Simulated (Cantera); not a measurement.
An isothermal, constant-pressure homogeneous reactor starts with C3H8 : H2 = 1 : 68 (molar parts), at 1375 K and 760 Torr. Integrator tolerance rtol = 1e-08.

Detailed kinetics in Cantera: GRI-Mech 3.0 (53 species, 325 reactions). GRI-Mech 3.0 was tuned for natural gas; its chemistry of propane as a main component is partial and can be far from experiment. GRI-Mech 3.0 stops at C3 and has no aromatics, soot or wall deposition, so with more carbon than oxygen in the feed, carbon stays in small species such as C2H2 where larger ones or solid carbon would form.

Question: What does this change do: temperature 1375 to 1098 K?

Answer: 
```tsv
quantity	before	after
x(C3H8) at 4.00 s	2.41e-9 (gas-phase equilibrium 9.40e-10)	7.39e-7 (gas-phase equilibrium 4.50e-11)
x(H2) at 4.00 s	0.957 (gas-phase equilibrium 0.957)	0.966 (gas-phase equilibrium 0.957)
x(H) at 4.00 s	3.69e-6 (gas-phase equilibrium 3.35e-6)	4.69e-7 (gas-phase equilibrium 2.42e-8)
x(C2H2) at 4.00 s	0.000389 (gas-phase equilibrium 0.000150)	9.37e-5 (gas-phase equilibrium 2.06e-8)
x(C2H6) at 4.00 s	7.51e-6 (gas-phase equilibrium 3.80e-6)	0.00329 (gas-phase equilibrium 7.66e-7)
x(CH4) at 4.00 s	0.0418 (gas-phase equilibrium 0.0428)	0.0245 (gas-phase equilibrium 0.0435)
```

Question: What does this change do: temperature 1375 to 1775 K?

Answer: 
```
quantity                                              before                                      after
-----------------  -----------------------------------------  -----------------------------------------
x(C3H8) at 4.00 s   2.41e-9 (gas-phase equilibrium 9.40e-10)  1.18e-10 (gas-phase equilibrium 1.18e-10)
x(H2) at 4.00 s          0.957 (gas-phase equilibrium 0.957)        0.974 (gas-phase equilibrium 0.974)
x(H) at 4.00 s       3.69e-6 (gas-phase equilibrium 3.35e-6)  0.000286 (gas-phase equilibrium 0.000286)
x(C2H2) at 4.00 s  0.000389 (gas-phase equilibrium 0.000150)      0.0162 (gas-phase equilibrium 0.0162)
x(C2H6) at 4.00 s    7.51e-6 (gas-phase equilibrium 3.80e-6)    6.47e-7 (gas-phase equilibrium 6.47e-7)
x(CH4) at 4.00 s       0.0418 (gas-phase equilibrium 0.0428)    0.00865 (gas-phase equilibrium 0.00865)
```
